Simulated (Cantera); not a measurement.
Charge: 1 mol Si₃N₄, 0.01 mol H₂O, 4.3 mol N₂, equilibrated at 1925 K and 0.00133 bar.

Method: chemical equilibrium by Gibbs-energy minimisation in Cantera with the NASA 1993 tables (ideal gas, pure condensed phases). Candidate condensed phases: H₂O, Si, SiO₂, Si₂N₂O, Si₃N₄; 35 gas species. The tables' values for SiN are old estimates; treat these amounts as uncertain. Equilibrium is a limit: real reactors are often held back by kinetics, nucleation or transport.

Base state: N₂ 0.983, Si 0.0131, SiO 0.00156, H₂ 0.00112, H 0.000875, Si₂N 0.000209, SiN 0.000148, Si₂ 0.000112 (mole fractions); condensed: Si(l).

Q: What changes in the equilibrium state with this change: temperature from 1925 K to 1525 K?

A: 
```json
[
 {"species": "N₂", "before": "0.983", "after": "0.997"},
 {"species": "H₂", "before": "0.00112", "after": "0.00230"},
 {"species": "SiO", "before": "0.00156", "after": "0.000456"},
 {"species": "Si", "before": "0.0131", "after": "2.12e-6"},
 {"species": "Si₂", "before": "0.000112", "after": "<1e-9"},
 {"species": "Si₃", "before": "2.50e-5", "after": "<1e-9"},
 {"species": "Si(l), mol", "before": "2.90", "after": "0"},
 {"species": "Si₂N₂O(s), mol", "before": "0", "after": "0.00803"},
 {"species": "Si₃N₄(s), mol", "before": "0", "after": "0.994"}
]
```
Mutual solubility and eutectic melting of coexisting phases are not modelled.

Q: What changes in the equilibrium state with this change: pressure from 0.00133 bar to 0.000480 bar?

A: 
| species | before | after |
|---|---|---|
| N₂ | 0.983 | 0.959 |
| Si | 0.0131 | 0.0363 |
| SiO | 0.00156 | 0.00152 |
| H | 0.000875 | 0.00129 |
| Si₃ | 2.50e-5 | 6.93e-5 |
| Si₂ | 0.000112 | 0.000311 |
| SiN | 0.000148 | 0.000244 |
| Si₂N | 0.000209 | 0.000344 |
| SiH | 1.30e-5 | 1.91e-5 |
| Si(l), mol | 2.90 | 2.74 |

Q: What changes in the equilibrium state with this change: H₂O from 0.01 to 0.32 mol?

A: 
```
species       before    after
----------  --------  -------
N₂             0.983    0.893
SiO          0.00156   0.0454
H₂           0.00112   0.0426
Si            0.0131   0.0131
SiH          1.30e-5  8.01e-5
H           0.000875  0.00541
Si(l), mol      2.90     2.58
```
